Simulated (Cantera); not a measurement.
## Premixed flame

A freely propagating, adiabatic, planar premixed flame of 43.1 % H2, 12.0 % O2, 44.9 % N2, equivalence ratio 1.8, unburnt at 723 K and 1.30 bar; mixture-averaged transport, grid criteria slope 0.08 and curve 0.16, no radiation.

Cantera simulation using the H2/O2 subset of GRI-Mech 3.0, which has no nitrogen chemistry; the numbers are that mechanism's predictions, not measurements. Burning velocities carry a grid error of a few per cent, more on coarse grids.

```tsv
z (mm)	T (K)	u (m/s)	x H2	x O2	x H2O	x O	x H2O2	x OH
-1.05	723	13.0	0.431	0.120	<1e-8	<1e-8	<1e-8	<1e-8
-0.697	723	13.0	0.431	0.120	<1e-8	<1e-8	<1e-8	<1e-8
-0.523	723	13.0	0.431	0.120	<1e-8	<1e-8	<1e-8	<1e-8
-0.348	723	13.0	0.431	0.120	2.50e-7	1.48e-8	<1e-8	<1e-8
-0.174	742	13.3	0.428	0.120	0.00106	1.92e-5	1.78e-6	7.09e-5
-0.0871	914	16.1	0.398	0.114	0.0176	0.000495	4.63e-6	0.000653
0	1314	22.5	0.282	0.0706	0.108	0.00472	2.78e-6	0.00350
0.0871	1598	27.1	0.186	0.0170	0.210	0.00547	1.49e-6	0.00681
0.174	1722	28.9	0.169	0.00466	0.236	0.00415	9.52e-7	0.00797
0.348	1850	30.8	0.173	0.00211	0.243	0.00332	5.70e-7	0.00880
0.697	1987	32.8	0.182	0.00145	0.248	0.00245	3.14e-7	0.00896
1.39	2120	34.6	0.191	0.000897	0.253	0.00157	1.71e-7	0.00828
2.79	2237	36.2	0.198	0.000480	0.259	0.000860	9.48e-8	0.00687
```
x: mole fraction of selected species; z is measured from the peak of heat release.

```yaml
laminar_burning_velocity: 1300 cm/s
thermal_thickness: 0.348 mm
peak x(O): 0.00605
peak x(H2O2): 4.69e-6
peak x(OH): 0.00899
grid_points: 131
```
